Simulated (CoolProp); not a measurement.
The numbers come from the reference Helmholtz-energy equation of state, Lemmon 2016 in CoolProp.

For R115, give the phase and the cp (kJ/(kg K)), cv (kJ/(kg K)), isothermal compressibility (1/MPa) at 32.15 °C and 2900 kPa.


- 32.15 °C and 2900 kPa: liquid; cp 1.11, cv 0.727, isothermal compressibility 0.00977
